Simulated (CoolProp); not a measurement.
A single-stage vapour-compression cycle with the fluid: evaporating at 272.15 K (dew point), condensing at 327.15 K (bubble point), superheat 8 K, subcooling 2 K, compressor efficiency 0.75, no pressure losses. The same conditions are run with several fluids, on thermodynamics alone (safety and materials aside).

Computed with CoolProp (reference Helmholtz-energy equation of state of each fluid (R227EA: Lemmon 2016; R142b: Lemmon 2006; R141b: Lemmon 2006; n-perfluorobutane: Gao 2022; chloromethane (R40): Thol 2014; R113: Marx 1992)).

Q: Rank R227EA, R142b, R141b, n-perfluorobutane, chloromethane (R40), R113 by cooling COP, highest first.

A: R141b (3.14), R113 (3.05), chloromethane (R40) (3.00), R142b (2.95), R227EA (2.44), n-perfluorobutane (2.10)

| fluid | pressure ratio | discharge temperature (K) | refrigerating effect (kJ/kg) | volumetric capacity (kJ/m³) |
|---|---|---|---|---|
| R227EA | 5.39 | 328.3 | 68.4 | 1010 |
| R142b | 5.43 | 350.8 | 155 | 978 |
| R141b | 7.69 | 357.9 | 183 | 250 |
| n-perfluorobutane | 5.85 | 327.1 | 43.1 | 486 |
| chloromethane (R40) | 4.95 | 411.4 | 324 | 1860 |
| R113 | 8.70 | 340.0 | 115 | 134 |

The compression ends wet for: n-perfluorobutane.
